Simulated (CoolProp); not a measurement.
Vapour-liquid equilibrium of propane (1) + isobutene (2) at 329.7 K; x and y are mole fractions of (1).

Values from CoolProp's multi-fluid Helmholtz-energy mixture model, Lemmon 2009 and Lemmon 2005; pair parameters Bell 2016.

```json
[
 {"x": "0.05", "bubble pressure, mixture model (MPa)": "0.7938", "bubble pressure, Raoult's law (MPa)": "0.7812", "y, mixture model": "0.123", "y, Raoult's law": "0.126"},
 {"x": "0.125", "bubble pressure, mixture model (MPa)": "0.8971", "bubble pressure, Raoult's law (MPa)": "0.8751", "y, mixture model": "0.263", "y, Raoult's law": "0.281"},
 {"x": "0.2", "bubble pressure, mixture model (MPa)": "0.9922", "bubble pressure, Raoult's law (MPa)": "0.9690", "y, mixture model": "0.372", "y, Raoult's law": "0.407"},
 {"x": "0.275", "bubble pressure, mixture model (MPa)": "1.082", "bubble pressure, Raoult's law (MPa)": "1.063", "y, mixture model": "0.461", "y, Raoult's law": "0.510"},
 {"x": "0.35", "bubble pressure, mixture model (MPa)": "1.168", "bubble pressure, Raoult's law (MPa)": "1.157", "y, mixture model": "0.538", "y, Raoult's law": "0.596"},
 {"x": "0.425", "bubble pressure, mixture model (MPa)": "1.254", "bubble pressure, Raoult's law (MPa)": "1.251", "y, mixture model": "0.606", "y, Raoult's law": "0.670"},
 {"x": "0.5", "bubble pressure, mixture model (MPa)": "1.339", "bubble pressure, Raoult's law (MPa)": "1.345", "y, mixture model": "0.669", "y, Raoult's law": "0.733"},
 {"x": "0.575", "bubble pressure, mixture model (MPa)": "1.425", "bubble pressure, Raoult's law (MPa)": "1.438", "y, mixture model": "0.727", "y, Raoult's law": "0.788"},
 {"x": "0.65", "bubble pressure, mixture model (MPa)": "1.514", "bubble pressure, Raoult's law (MPa)": "1.532", "y, mixture model": "0.781", "y, Raoult's law": "0.836"},
 {"x": "0.725", "bubble pressure, mixture model (MPa)": "1.605", "bubble pressure, Raoult's law (MPa)": "1.626", "y, mixture model": "0.833", "y, Raoult's law": "0.878"},
 {"x": "0.8", "bubble pressure, mixture model (MPa)": "1.699", "bubble pressure, Raoult's law (MPa)": "1.720", "y, mixture model": "0.882", "y, Raoult's law": "0.916"},
 {"x": "0.875", "bubble pressure, mixture model (MPa)": "1.798", "bubble pressure, Raoult's law (MPa)": "1.814", "y, mixture model": "0.928", "y, Raoult's law": "0.950"},
 {"x": "0.95", "bubble pressure, mixture model (MPa)": "1.900", "bubble pressure, Raoult's law (MPa)": "1.908", "y, mixture model": "0.972", "y, Raoult's law": "0.981"}
]
```

The largest gap from Raoult's law is +2.5 % in bubble pressure, at x = 0.125. No azeotrope shows between x = 0.05 and 0.95.

Pair parameters are fitted to limited data, so mixtures are less certain than the pure fluids. The gap from Raoult's law changes sign with composition, which may be real or a fault of the pair parameters; it wasn't checked against measurements.
